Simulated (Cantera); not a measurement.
What does this Cantera script print?

```python
import numpy as np
import cantera as ct

gas_names = """
    CO
""".split()
cond_names = """
    Cu2O(s) Cu2O(L) C(gr) Cu(cr) Cu(L)
""".split()


# ... load() reads the species with a 1 bar reference pressure and builds the phases ...
species = {s.name: s for s in load("nasa_gas.yaml", gas_names) + load("nasa_condensed.yaml", cond_names)}
# Each term lists the table entries of one substance; the one whose range holds T is used.
reactions = {
    'Cu2O + C = 2 Cu + CO(g)':
        [(-1, ['Cu2O(s)', 'Cu2O(L)']), (-1, ['C(gr)']), (2, ['Cu(cr)', 'Cu(L)']), (1, ['CO'])],
}


def pick(names, T):
    return next(species[n] for n in names if species[n].thermo.min_temp <= T <= species[n].thermo.max_temp)


results = []
for label, terms in reactions.items():
    print(label)
    print("     T/K   dH/kJ  dS/(J/K)   dG/kJ   log10 K")
    for T in [2173, 2223, 2273, 2323, 2373]:
        used = [(nu, pick(names, T)) for nu, names in terms]
        dH = sum(nu * s.thermo.h(T) for nu, s in used) / 1e6
        dS = sum(nu * s.thermo.s(T) for nu, s in used) / 1e3
        dG = dH - T * dS / 1e3
        logK = -dG * 1e6 / (ct.gas_constant * T * np.log(10))
        results.append((label, T, dH, dS, dG, logK, [s.name for _, s in used]))
        print(f"{T:8g} {dH:8.1f} {dS:8.1f} {dG:8.1f} {logK:8.2f}")
```

Output:

```
Cu2O + C = 2 Cu + CO(g)
     T/K   dH/kJ  dS/(J/K)   dG/kJ   log10 K
    2173     -5.4    122.9   -272.4     6.55
    2223     -6.6    122.3   -278.6     6.55
    2273     -7.7    121.8   -284.7     6.54
    2323     -8.9    121.3   -290.7     6.54
    2373    -10.1    120.8   -296.8     6.53
```

Standard-state values (1 bar) from the NASA 1993 polynomials, evaluated with Cantera. Condensed species are held in their standard states even where they would react or evaporate.
